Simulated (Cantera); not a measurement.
Feed: 1 mol AlBr3, 11 mol N2O, 36 mol H2, 6.1 mol H2O, held at 1798 K and 0.0133 bar.

Cantera equilibrium calculation (NASA polynomials, part measured and part estimated; ideal gas, pure solids and liquids). Candidate condensed phases: Al, AlBr3, AlN, Al2O3, Br2, H2O; 41 gas species. Kinetics and transport are ignored.

Base state: H2 0.459, H2O 0.284, N2 0.200, HBr 0.0465, Br 0.00819, H 0.00206, OH 8.41e-5 (mole fractions); condensed: Al2O3(s).

Q: What changes in the equilibrium state with this change: AlBr3 replaced by AlI3?

A: 
| species | before | after |
|---|---|---|
| H2 | 0.459 | 0.470 |
| H2O | 0.284 | 0.278 |
| N2 | 0.200 | 0.196 |
| I | 0 | 0.0493 |
| HBr | 0.0465 | 0 |
| Br | 0.00819 | 0 |
| HI | 0 | 0.00418 |
| Al2O3(s), mol | 0.500 | 0.500 |
Further candidate phases: AlI3, I2.

Q: What changes in the equilibrium state with this change: temperature from 1798 K to 2123 K?

A: 
| species | before | after |
|---|---|---|
| H2 | 0.459 | 0.450 |
| H2O | 0.284 | 0.277 |
| N2 | 0.200 | 0.197 |
| H | 0.00206 | 0.0208 |
| HBr | 0.0465 | 0.0286 |
| Br | 0.00819 | 0.0251 |
| O | 2.93e-7 | 5.22e-5 |
| O2 | 8.05e-8 | 1.37e-5 |
| NO | 1.29e-6 | 4.24e-5 |
| Al2O3(s), mol | 0.500 | 0.500 |

Q: What changes in the equilibrium state with this change: temperature from 1798 K to 1550 K?

A: 
| species | before | after |
|---|---|---|
| H2 | 0.459 | 0.458 |
| H2O | 0.284 | 0.285 |
| N2 | 0.200 | 0.201 |
| HBr | 0.0465 | 0.0531 |
| Br | 0.00819 | 0.00179 |
| H | 0.00206 | 0.000185 |
| OH | 8.41e-5 | 3.87e-6 |
| Al2O3(s), mol | 0.500 | 0.500 |
